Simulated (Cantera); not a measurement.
Input: 1 mol HCl, 0.18 mol H2O, a varied amount of O2, equilibrated at 725 K and 0.0133 bar.

Equilibrium computed with Cantera from the NASA thermochemical tables; the gas is ideal and each condensed phase is pure. Candidate condensed phases: H2O; 14 gas species. Kinetics and transport are ignored.

### Question
At 0.25 mol O2, list the 4 most abundant gas species with their mole fractions, and the condensed phases.

### Answer
HCl 0.459, H2O 0.280, Cl2 0.145, O2 0.115. Condensed: gas only.
